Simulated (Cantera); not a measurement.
Feed: 1 mol PbO, 0.16 mol H2, at 1.58 Torr.

Method: chemical equilibrium by Gibbs-energy minimisation in Cantera with the NASA 1993 tables (ideal gas, pure condensed phases). Candidate condensed phases: H2O, Pb, PbO, PbO2, Pb3O4; 12 gas species. Each liquid is taken as pure. Mutual solubility and eutectic melting of coexisting phases are not modelled. Gases not in the tables: (PbO)n polymers. Rates play no part.

x: gas mole fraction; n: condensed amount in mol.

| T (°C) | x H2O | x PbO | x Pb | x O2 | x OH | n Pb(s) | n PbO(red) | n Pb(l) | n PbO(yellow) | n PbO(l) |
|---|---|---|---|---|---|---|---|---|---|---|
| 252 | 1.000 | <1e-12 | 9.69e-12 | <1e-12 | <1e-12 | 0.160 | 0.840 | 0 | 0 | 0 |
| 327 | 1.000 | <1e-12 | (withheld) | <1e-12 | <1e-12 | 0.160 | 0.840 | 0 | 0 | 0 |
| 402 | 1.000 | 1.30e-11 | 1.61e-7 | <1e-12 | <1e-12 | 0 | 0.840 | 0.160 | 0 | 0 |
| 477 | 1.000 | 2.00e-9 | 4.51e-6 | <1e-12 | <1e-12 | 0 | 0.840 | 0.160 | 0 | 0 |
| 552 | 1.000 | 1.19e-7 | 6.83e-5 | <1e-12 | 8.80e-12 | 0 | 0 | 0.160 | 0.840 | 0 |
| 627 | 0.999 | 3.55e-6 | 0.000652 | <1e-12 | 2.39e-10 | 0 | 0 | 0.160 | 0.840 | 0 |
| 702 | 0.995 | (withheld) | (withheld) | (withheld) | (withheld) | 0 | 0 | 0.159 | 0.840 | 0 |
| 777 | 0.977 | 0.000705 | 0.0222 | 2.03e-9 | 4.22e-8 | 0 | 0 | 0.156 | 0.840 | 0 |
| 852 | 0.904 | 0.00574 | 0.0901 | 5.56e-8 | 3.22e-7 | 0 | 0 | 0.144 | 0.839 | 0 |
| 927 | 0.661 | 0.0325 | 0.306 | 8.31e-7 | 1.60e-6 | 0 | 0 | 0.0858 | 0 | 0.832 |
| 1002 | 0.431 | 0.138 | 0.431 | 3.35e-5 | 8.51e-6 | 0 | 0 | 0 | 0 | 0.789 |
| 1077 | 0.246 | 0.494 | 0.255 | 0.00459 | 5.17e-5 | 0 | 0 | 0 | 0 | 0.513 |
| 1152 | 0.133 | 0.624 | 0.206 | 0.0367 | 0.000137 | 0 | 0 | 0 | 0 | 0 |
| 1227 | 0.130 | 0.562 | 0.249 | 0.0595 | 0.000303 | 0 | 0 | 0 | 0 | 0 |

Task: Fill in the missing entries.

Result: 
- 327, x Pb: 2.46e-9
- 702, x PbO: 6.18e-5
- 702, x Pb: 0.00437
- 702, x O2: 4.37e-11
- 702, x OH: 3.90e-9
